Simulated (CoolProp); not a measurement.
R236FA at several states: density (kg/m³) from the reference equation and from simpler models built on Tc = 398.1 K, pc = 3.191 MPa, ω = 0.377; each cubic takes its own stable root.

The numbers come from the reference Helmholtz-energy equation of state, Pan 2012 in CoolProp.

```tsv
T (K)	p (MPa)	phase	reference
235.6	0.996	liquid	1556
268.7	0.863	liquid	1458
344.5	0.16	gas	8.758
234.6	4.52	liquid	1566
```

### Question
How far does each simpler model (van der Waals, Redlich-Kwong, Soave-Redlich-Kwong) lie from the reference over these 4 states: mean and median of the absolute difference, and the worst?

### Answer
- van der Waals: mean 30.9 %, median 40.7 %, worst -41.3 % at 235.6 K and 0.996 MPa
- Redlich-Kwong: mean 10.4 %, median 13.4 %, worst -14.3 % at 268.7 K and 0.863 MPa
- Soave-Redlich-Kwong: mean 7.2 %, median 9.5 %, worst -9.8 % at 235.6 K and 0.996 MPa
